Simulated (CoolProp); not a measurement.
Saturation properties of hydrogen chloride (Tc = 51.5 °C, pc = 8.314 MPa, ω = 0.130).

The numbers come from the reference Helmholtz-energy equation of state, Thol 2018 in CoolProp.

```
T (°C)  p (MPa)  liquid density (kg/m³)  vapour density (kg/m³)  enthalpy of vaporisation (kJ/kg)
------  -------  ----------------------  ----------------------  --------------------------------
-78.95   0.1410                    1170                   3.306                             437.2
-70.85   0.2125                    1149                   4.842                             428.0
-62.85   0.3080                    1128                   6.850                             418.3
-54.75   0.4354                    1106                   9.485                             407.8
-46.75   0.5971                    1084                   12.80                             396.8
-38.75   0.8006                    1060                   16.96                             385.0
-30.65    1.056                    1035                   22.19                             372.0
-22.65    1.362                    1010                   28.57                             358.2
-14.55    1.736                   982.2                   36.51                             343.0
-6.55     2.174                   953.2                   46.16                             326.4
1.45      2.689                   921.9                   58.06                             308.1
```

It boils at -85.0 °C under 1 atm.
